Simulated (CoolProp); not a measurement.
Carbonyl sulfide along the isobar 2590 kPa: fugacity coefficient from the reference equation and from simpler models built on Tc = 105.6 °C, pc = 6369 kPa, ω = 0.098; each cubic takes its own stable root.

Computed with CoolProp (reference Helmholtz-energy equation of state, Lemmon 2006). It is a short technical equation, of lower accuracy than the large ones.

| T (°C) | phase | reference | van der Waals | Redlich-Kwong |
|---|---|---|---|---|
| -11.35 | liquid | 0.1723 | [?] | 0.1891 |
| 3.45 | liquid | 0.2622 | 0.5360 | 0.2871 |
| 18.35 | liquid | 0.3787 | 0.6609 | [?] |
| 33.15 | liquid | 0.5207 | 0.7940 | 0.5598 |
| 47.95 | liquid | 0.6875 | 0.8207 | 0.7287 |
| 62.75 | gas | 0.8042 | [?] | 0.8082 |
| 77.65 | gas | 0.8295 | 0.8554 | 0.8308 |
| 92.45 | gas | 0.8503 | 0.8692 | 0.8499 |

Question: Some entries are withheld; supply them.

Answer: 
- -11.35, van der Waals: 0.4234
- 18.35, Redlich-Kwong: 0.4117
- 62.75, van der Waals: 0.8393

At some of these states van der Waals gives the other phase, because its saturation line lies elsewhere.
